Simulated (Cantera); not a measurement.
# Premixed flame

A freely propagating, adiabatic, planar premixed flame of H2 : O2 : N2 : H2O = 1 : 0.185 : 0.696 : 0.002 (molar parts), unburnt at 625 K and 64000 Pa; mixture-averaged transport, grid criteria slope 0.08 and curve 0.16, no radiation.

Model: the H2/O2 subset of GRI-Mech 3.0, which has no nitrogen chemistry, integrated in Cantera. Burning velocities carry a grid error of a few per cent, more on coarse grids.

| z (mm) | T (K) | u (m/s) | x H2 | x O2 | x H | x HO2 | x OH | x O |
|---|---|---|---|---|---|---|---|---|
| -2.60 | 625 | 8.52 | 0.531 | 0.0982 | <1e-8 | <1e-8 | <1e-8 | <1e-8 |
| -1.74 | 625 | 8.52 | 0.531 | 0.0982 | <1e-8 | <1e-8 | <1e-8 | <1e-8 |
| -1.30 | 625 | 8.52 | 0.531 | 0.0982 | <1e-8 | 1.36e-8 | <1e-8 | <1e-8 |
| -0.868 | 625 | 8.52 | 0.531 | 0.0982 | 5.13e-7 | 1.81e-6 | <1e-8 | <1e-8 |
| -0.434 | 649 | 8.82 | 0.528 | 0.0979 | 0.000598 | 0.000143 | 5.91e-5 | 1.57e-5 |
| -0.217 | 826 | 11.0 | 0.500 | 0.0924 | 0.0101 | 8.79e-5 | 0.000337 | 0.000261 |
| 0 | 1175 | 15.3 | 0.404 | 0.0572 | 0.0542 | 3.75e-5 | 0.00136 | 0.00222 |
| 0.217 | 1413 | 18.3 | 0.323 | 0.0116 | 0.0894 | 7.43e-6 | 0.00193 | 0.00160 |
| 0.434 | 1509 | 19.4 | 0.311 | 0.00155 | 0.0901 | 9.44e-7 | 0.00187 | 0.000625 |
| 0.868 | 1605 | 20.5 | 0.317 | 0.000164 | 0.0788 | 1.00e-7 | 0.00205 | 0.000426 |
| 1.74 | 1709 | 21.7 | 0.327 | 9.67e-5 | 0.0639 | 6.01e-8 | 0.00216 | 0.000337 |
| 3.47 | 1814 | 22.8 | 0.338 | 6.37e-5 | 0.0485 | 4.11e-8 | 0.00207 | 0.000229 |
| 6.94 | 1907 | 23.8 | 0.347 | 3.56e-5 | 0.0345 | 2.51e-8 | 0.00176 | 0.000131 |
x: mole fraction of selected species; z is measured from the peak of heat release.

* **laminar burning velocity**: 852 cm/s
* **thermal thickness**: 0.868 mm
* **peak x(H)**: 0.0918
* **peak x(HO2)**: 0.000143
* **peak x(OH)**: 0.00216
* **peak x(O)**: 0.00252
